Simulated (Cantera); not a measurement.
## Equilibrium for silicon nitride deposition: Si₂Cl₆ + NH₃ + N₂

Input: 1 mol Si₂Cl₆, 0.84 mol NH₃, 76 mol N₂, equilibrated at 1573.15 K.

Method: chemical equilibrium by Gibbs-energy minimisation in Cantera with the NASA 1993 tables (ideal gas, pure condensed phases). Candidate condensed phases: NH₄Cl, Si, Si₃N₄; 28 gas species. The feed counts by its element totals alone. The tables' values for SiCl₃, SiCl are old estimates; treat these amounts as uncertain. Kinetics and transport are ignored.

From 5.00 Pa to 7.10 mbar nothing is condensed. From 24.0 mbar to 1.00 bar the condensed part is Si₃N₄(s). The main Si-bearing gas is SiCl₂ at 5.00 Pa and SiCl₄ at 1.00 bar.

```
P (Pa)  log p N₂  log p HCl  log p SiCl₂  log p SiCl₄  n Si₃N₄(s)
------  --------  ---------  -----------  -----------  ----------
5          -4.33      -5.94        -5.91       -10.25           0
17         -3.79      -5.40        -5.38        -9.14           0
59         -3.25      -4.85        -4.84        -8.05           0
210        -2.70      -4.30        -4.30        -6.97           0
710        -2.17      -3.78        -3.78        -5.97           0
2400       -1.64      -3.24        -3.29        -4.90      0.0295
8400       -1.10      -2.66        -2.90        -3.75       0.118
29000      -0.56      -2.11        -2.62        -2.84       0.210
100000     -0.02      -1.57        -2.44        -2.11       0.275
```
log p: log10 of the partial pressure in bar; n: condensed amount in mol.
